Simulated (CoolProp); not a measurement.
Model: reference Helmholtz-energy equation of state, Platzer 1990, in CoolProp. This equation is an older, rougher fit.

Q: For CF4 (R14), give the phase and the Joule-Thomson coefficient (K/MPa), expansivity (1/kK) at -22.75 °C and 0.724 MPa.

A: 
- -22.75 °C and 0.724 MPa: gas; Joule-Thomson coefficient 8.45, expansivity 4.70
